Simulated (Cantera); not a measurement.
Formation from one mole of Cl₂

Standard-state values (1 bar) from the NASA 1993 polynomials, evaluated with Cantera. Values are per mole of reaction as written; species without (g) are pure solids or liquids, kept so even where they would boil at 1 bar.

0.6667 B + Cl₂(g) ⇌ 0.6667 BCl₃(g)

```csv
T (K),ΔH° (kJ),ΔS° (J/K),ΔG° (kJ),log10 K
873,-268.8,-33.8,-239.3,14.32
973,-268.9,-33.9,-235.9,12.66
1073,-269.0,-34.0,-232.5,11.32
1173,-269.1,-34.1,-229.1,10.20
1273,-269.2,-34.2,-225.7,9.26
1373,-269.3,-34.3,-222.3,8.46
1473,-269.5,-34.4,-218.9,7.76
```

Fe + Cl₂(g) ⇌ FeCl₂

```json
[
 {"T (K)": "873", "ΔH° (kJ)": "-333.6", "ΔS° (J/K)": "-116.4", "ΔG° (kJ)": "-232.0", "log10 K": "13.88", "condensed phases": "Fe(α), FeCl₂(s)"},
 {"T (K)": "973", "ΔH° (kJ)": "-289.8", "ΔS° (J/K)": "-70.2", "ΔG° (kJ)": "-221.4", "log10 K": "11.89", "condensed phases": "Fe(α), FeCl₂(l)"},
 {"T (K)": "1073", "ΔH° (kJ)": "-289.7", "ΔS° (J/K)": "-70.1", "ΔG° (kJ)": "-214.5", "log10 K": "10.44", "condensed phases": "Fe(α), FeCl₂(l)"},
 {"T (K)": "1173", "ΔH° (kJ)": "-287.5", "ΔS° (J/K)": "-68.1", "ΔG° (kJ)": "-207.5", "log10 K": "9.24", "condensed phases": "Fe(α), FeCl₂(l)"},
 {"T (K)": "1273", "ΔH° (kJ)": "-285.4", "ΔS° (J/K)": "-66.4", "ΔG° (kJ)": "-200.8", "log10 K": "8.24", "condensed phases": "Fe(γ), FeCl₂(l)"},
 {"T (K)": "1373", "ΔH° (kJ)": "-282.4", "ΔS° (J/K)": "-64.2", "ΔG° (kJ)": "-194.2", "log10 K": "7.39", "condensed phases": "Fe(γ), FeCl₂(l)"},
 {"T (K)": "1473", "ΔH° (kJ)": "-279.5", "ΔS° (J/K)": "-62.2", "ΔG° (kJ)": "-187.9", "log10 K": "6.66", "condensed phases": "Fe(γ), FeCl₂(l)"}
]
```

2 Cu + Cl₂(g) ⇌ 0.6667 Cu₃Cl₃(g)

```tsv
T (K)	ΔH° (kJ)	ΔS° (J/K)	ΔG° (kJ)	log10 K	condensed phases
873	-173.7	-5.0	-169.3	10.13	Cu(s)
973	-174.2	-5.6	-168.8	9.06	Cu(s)
1073	-174.9	-6.3	-168.2	8.19	Cu(s)
1173	-175.8	-7.1	-167.5	7.46	Cu(s)
1273	-176.9	-8.0	-166.8	6.84	Cu(s)
1373	-204.6	-28.3	-165.7	6.30	Cu(l)
1473	-206.0	-29.4	-162.8	5.77	Cu(l)
```

0.6667 Al + Cl₂(g) ⇌ 0.3333 Al₂Cl₆(g)

```json
[
 {"T (K)": "873", "ΔH° (kJ)": "-430.2", "ΔS° (J/K)": "-80.3", "ΔG° (kJ)": "-360.1", "log10 K": "21.55", "condensed phases": "Al(s)"},
 {"T (K)": "973", "ΔH° (kJ)": "-437.3", "ΔS° (J/K)": "-87.8", "ΔG° (kJ)": "-351.8", "log10 K": "18.89", "condensed phases": "Al(l)"},
 {"T (K)": "1073", "ΔH° (kJ)": "-437.1", "ΔS° (J/K)": "-87.7", "ΔG° (kJ)": "-343.0", "log10 K": "16.70", "condensed phases": "Al(l)"},
 {"T (K)": "1173", "ΔH° (kJ)": "-437.0", "ΔS° (J/K)": "-87.6", "ΔG° (kJ)": "-334.3", "log10 K": "14.89", "condensed phases": "Al(l)"},
 {"T (K)": "1273", "ΔH° (kJ)": "-436.8", "ΔS° (J/K)": "-87.4", "ΔG° (kJ)": "-325.5", "log10 K": "13.36", "condensed phases": "Al(l)"},
 {"T (K)": "1373", "ΔH° (kJ)": "-436.6", "ΔS° (J/K)": "-87.3", "ΔG° (kJ)": "-316.8", "log10 K": "12.05", "condensed phases": "Al(l)"},
 {"T (K)": "1473", "ΔH° (kJ)": "-436.5", "ΔS° (J/K)": "-87.2", "ΔG° (kJ)": "-308.1", "log10 K": "10.92", "condensed phases": "Al(l)"}
]
```
